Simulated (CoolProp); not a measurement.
Vapour pressure (bar) of fluorine: the reference equation beside estimates from Tc = 144.4 K, pc = 52.40 bar, ω = 0.045. Clausius-Clapeyron is anchored at 105.8 K with a constant enthalpy of vaporisation of 5.732 kJ/mol.

Model: reference Helmholtz-energy equation of state, de Reuck 1990, in CoolProp.

| T (K) | reference | Lee-Kesler | Clausius-Clapeyron | van der Waals | Redlich-Kwong | Soave-Redlich-Kwong | Peng-Robinson |
|---|---|---|---|---|---|---|---|
| 89.1 | 1.577 | 1.604 | 1.961 | 5.337 | 1.430 | 1.595 | 1.631 |
| 93.3 | 2.386 | 2.423 | 2.779 | 6.887 | 2.240 | 2.413 | [?] |
| 97.5 | 3.473 | 3.523 | 3.820 | 8.711 | 3.351 | 3.515 | 3.543 |
| 101.7 | 4.893 | 4.956 | 5.116 | 10.83 | 4.819 | 4.956 | 4.970 |
| 105.8 | 6.652 | 6.727 | 6.652 | 13.20 | 6.652 | 6.744 | 6.737 |
| 110 | 8.891 | 8.976 | 8.532 | 15.94 | 8.993 | [?] | [?] |
| 114.2 | 11.63 | 11.72 | 10.74 | 19.03 | [?] | 11.81 | 11.74 |
| 118.4 | 14.93 | 15.02 | 13.31 | 22.48 | 15.30 | 15.17 | [?] |
| 122.6 | 18.84 | 18.93 | 16.25 | 26.29 | 19.37 | 19.17 | 19.02 |
| 126.7 | 23.34 | 23.41 | 19.49 | 30.37 | 24.00 | [?] | [?] |

Problem. Some entries are withheld; supply them.

Solution. 
- 93.3, Peng-Robinson: 2.448
- 110, Soave-Redlich-Kwong: 9.022
- 110, Peng-Robinson: 8.987
- 114.2, Redlich-Kwong: 11.86
- 118.4, Peng-Robinson: 15.06
- 126.7, Soave-Redlich-Kwong: 23.73
- 126.7, Peng-Robinson: 23.55

Absolute difference from the reference over all 10 rows, mean and median: Lee-Kesler 1.0 and 1.0 %, Clausius-Clapeyron 10.8 and 10.4 %, van der Waals 106.1 and 88.9 %, Redlich-Kwong 3.2 and 2.6 %, Soave-Redlich-Kwong 1.4 and 1.4 %, Peng-Robinson 1.6 and 1.2 %.
